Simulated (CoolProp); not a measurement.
Vapour-liquid equilibrium of R22 (1) + R113 (2) at 3.81 bar; x and y are mole fractions of (1).

The numbers come from the multi-fluid Helmholtz-energy mixture model, Kamei 1995 and Marx 1992; pair parameters Bell 2016 in CoolProp.

```json
[
 {"x": "0.05", "bubble temperature (K)": "[?]", "y at the bubble point": "0.369", "dew temperature at overall composition x (K)": "365.3", "liquid density (mol/L)": "7.803"},
 {"x": "0.2", "bubble temperature (K)": "312.6", "y at the bubble point": "0.819", "dew temperature at overall composition x (K)": "358.5", "liquid density (mol/L)": "[?]"},
 {"x": "0.35", "bubble temperature (K)": "293.4", "y at the bubble point": "0.925", "dew temperature at overall composition x (K)": "350.8", "liquid density (mol/L)": "9.858"},
 {"x": "0.5", "bubble temperature (K)": "282.8", "y at the bubble point": "[?]", "dew temperature at overall composition x (K)": "341.8", "liquid density (mol/L)": "[?]"},
 {"x": "0.65", "bubble temperature (K)": "276.1", "y at the bubble point": "0.977", "dew temperature at overall composition x (K)": "330.6", "liquid density (mol/L)": "[?]"},
 {"x": "0.8", "bubble temperature (K)": "271.1", "y at the bubble point": "0.988", "dew temperature at overall composition x (K)": "[?]", "liquid density (mol/L)": "13.10"},
 {"x": "0.95", "bubble temperature (K)": "[?]", "y at the bubble point": "0.997", "dew temperature at overall composition x (K)": "286.4", "liquid density (mol/L)": "14.56"}
]
```

**Question.** Some entries are withheld; supply them.

**Answer.** 
- 0.05, bubble temperature (K): 349.8
- 0.2, liquid density (mol/L): 8.894
- 0.5, y at the bubble point: 0.961
- 0.5, liquid density (mol/L): 10.83
- 0.65, liquid density (mol/L): 11.88
- 0.8, dew temperature at overall composition x (K): 315.1
- 0.95, bubble temperature (K): 266.7

No azeotrope shows between x = 0.05 and 0.95.

The pair parameters rest on a limited set of measurements; away from them the model extrapolates. The gap from Raoult's law changes sign with composition, which may be real or a fault of the pair parameters; it wasn't checked against measurements.
